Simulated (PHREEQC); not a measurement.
0.013 g of hydrous ferric oxide (600 m²/g; 0.2 weak and 0.005 strong sites per Fe, Dzombak-Morel constants, diffuse double layer) in 1 kg of water with 0.005 mol/kgw of an inert sodium salt and 0.00082 mmol/kgw NaF, at 25 °C; the pH is set by adding NaOH or the inert anion's acid. Oxygen alone is held at its pressure in air (log pO2 = -0.68). The system is closed to CO2. Nothing may precipitate in this run.

Equilibrium calculation in PHREEQC: ion-association model, wateq4f.dat.

**Question.** Predict F sorbed (%), surface charge σ (C/m²) at pH = 4, 7.5.

**Answer.** 
```
pH   F sorbed (%)  surface charge σ (C/m²)
---  ------------  -----------------------
4            57.8                    0.179
7.5           0.3                    0.006
```

Complexes and solids missing from the database can't appear. The oxide is taken as insoluble; below pH 4 it would dissolve.
